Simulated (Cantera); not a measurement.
Charge: 1 mol Al(CH3)3, 21 mol N2, 510 mol H2, held at 1873 K and 0.133 bar.

Method: chemical equilibrium by Gibbs-energy minimisation in Cantera with the NASA 1993 tables (ideal gas, pure condensed phases). Candidate condensed phases: Al, AlN, C, C6H6, C7H8, C8H18; 97 gas species. The feed counts by its element totals alone. The numbers say what is thermodynamically allowed, not how fast it happens.

Base state: H2 0.958, N2 0.0375, H 0.00173, HCN 0.00164, C2H2 (acetylene) 0.000299, Al 0.000166, CH4 7.47e-5, HNC 7.28e-5 (mole fractions); condensed: AlN(s) + C(graphite).

Question: What changes in the equilibrium state with this change: Al(CH3)3 replaced by AlCl3?

Answer: 
```
species             before    after
----------------  --------  -------
H2                   0.958    0.953
N2                  0.0375   0.0394
HCl                      0  0.00374
AlCl                     0  0.00184
HCN                0.00164        0
C2H2 (acetylene)  0.000299        0
AlN(s), mol          0.899        0
C(graphite), mol      1.72        0
```
The tables' values for AlCl2 are old estimates; treat these amounts as uncertain. Further candidate phases: AlCl3, NH4Cl.
